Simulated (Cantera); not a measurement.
Mixture: CH₄ : O₂ : N₂ : H₂O = 1 : 2.15 : 8.09 : 0.19 (molar parts), equivalence ratio 0.93, at 1.00 atm, adiabatic and at constant volume. Ignition delay is the time to a rise of 400 K.

Computed with Cantera and GRI-Mech 3.0 (53 species, 325 reactions).

Q: Predict: delay at 1250 K; delay at 1450 K; delay at 1650 K; delay at 1850 K; delay at 2050 K; apparent activation energy between 1850 and 2050 K.

A: 
```json
{
 "delay at 1250 K": "21.7 ms",
 "delay at 1450 K": "1.88 ms",
 "delay at 1650 K": "0.293 ms",
 "delay at 1850 K": "75.9 µs",
 "delay at 2050 K": "27.1 µs",
 "apparent activation energy between 1850 and 2050 K": "160 kJ/mol"
}
```
